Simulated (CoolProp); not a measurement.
The fluid at 430.49 K and 3.81 MPa expands adiabatically to 0.394 MPa with isentropic efficiency 0.7. The same conditions are run with several fluids, on thermodynamics alone (safety and materials aside).

Model: reference Helmholtz-energy equation of state of each fluid (carbon dioxide: Span 1996; ethane: Bücker 2006; propylene: Lemmon 2013; carbonyl sulfide: Lemmon 2006; R22: Kamei 1995), in CoolProp.

```csv
fluid,work (kJ/kg),final temperature (K),final density (kg/m³)
carbon dioxide,97.7,?,6.88
ethane,153,?,4.24
propylene,106,?,?
carbonyl sulfide,67.8,?,9.64
R22,49.7,334.4,12.8
```

Question: What belongs in the gaps?

Answer: 
- carbon dioxide, final temperature (K): 308.6
- ethane, final temperature (K): 343.0
- propylene, final temperature (K): 349.5
- propylene, final density (kg/m³): 5.91
- carbonyl sulfide, final temperature (K): 307.7
